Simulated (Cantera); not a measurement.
Si3H8 + Cl2 + N2 (silicon epitaxy and polysilicon growth)

Feed: 1 mol Si3H8, 0.34 mol Cl2, 210 mol N2, held at 1423.15 K and 20.0 mbar.

Equilibrium computed with Cantera from the NASA thermochemical tables; the gas is ideal and each condensed phase is pure. Candidate condensed phases: NH4Cl, Si, Si3N4; 28 gas species. The feed counts by its element totals alone. N2 is the only nitrogen source here; it is nearly inert below about 1500 K, so the nitride shown seldom forms there in practice. Rates play no part.

```
Quantity                              Value
--------------------------------  ---------
x(N2)                                 0.980
x(H2)                                0.0172
x(HCl)                              0.00318
x(SiCl2)                            1.10e-5
x(H)                                6.18e-6
n(Si3N4(s))                       0.999 mol
gas amount                        212.3 mol
log10 activity of Si(s) (absent)      -2.21
```
